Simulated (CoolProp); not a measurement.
Octamethylcyclotetrasiloxane (D4) along the isobar 1.01 bar: fugacity coefficient from the reference equation and from simpler models built on Tc = 586.5 K, pc = 13.47 bar, ω = 0.598; each cubic takes its own stable root.

Values from CoolProp's reference Helmholtz-energy equation of state, Thol 2015.

```
T (K)  phase  reference
-----  -----  ---------
494.4    gas     0.9502
499.7    gas     0.9522
505      gas     0.9540
510.3    gas     0.9557
515.6    gas     0.9574
520.9    gas     0.9590
526.2    gas     0.9605
531.5    gas     0.9620
536.8    gas     0.9633
542.1    gas     0.9647
547.4    gas     0.9659
552.8    gas     0.9672
558.1    gas     0.9683
563.4    gas     0.9694
```

**Question.** How far does each simpler model (Redlich-Kwong, Soave-Redlich-Kwong, Peng-Robinson) lie from the reference over these 14 states: mean and median of the absolute difference, and the worst?

**Answer.** 
- Redlich-Kwong: mean 0.5 %, median 0.5 %, worst +0.9 % at 494.4 K and 1.01 bar
- Soave-Redlich-Kwong: mean 0.1 %, median 0.1 %, worst +0.2 % at 494.4 K and 1.01 bar
- Peng-Robinson: mean 0.2 %, median 0.2 %, worst -0.2 % at 558.1 K and 1.01 bar
